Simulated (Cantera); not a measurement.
**Ignition delay**

Mixture: C₃H₈ : O₂ : N₂ = 1 : 2.94 : 15.9 (molar parts), equivalence ratio 1.7, at 62000 Pa, adiabatic and at constant volume. Ignition delay is the time to a rise of 400 K.

Detailed kinetics in Cantera: GRI-Mech 3.0 (53 species, 325 reactions). GRI-Mech 3.0 was tuned for natural gas; its chemistry of propane as a main component is partial and can be far from experiment.

| T0 (K) | delay (ms) |
|---|---|
| 1048 | 308 |
| 1123 | 49.7 |
| 1198 | 9.60 |
| 1273 | 2.35 |
| 1348 | 0.730 |
| 1423 | 0.282 |
| 1498 | 0.131 |
| 1573 | 0.0714 |
| 1648 | 0.0438 |
| 1723 | 0.0295 |

```yaml
apparent activation energy between 1573 and 1723 K: 130 kJ/mol
```
